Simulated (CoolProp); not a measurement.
The fluid at 293.15 K and 0.572 MPa (gas) is heated at constant pressure to 457.6 K. The same conditions are run with several fluids, on thermodynamics alone (safety and materials aside).

The numbers come from the reference Helmholtz-energy equation of state of each fluid (carbon monoxide: Lemmon 2006; hydrogen chloride: Thol 2018; R125: Lemmon 2005) in CoolProp.

Rank carbon monoxide, hydrogen chloride, R125 by heat (kJ/kg), highest first.

carbon monoxide (173), R125 (153), hydrogen chloride (136)

```tsv
fluid	final density (kg/m³)
carbon monoxide	4.20
hydrogen chloride	5.53
R125	18.4
```
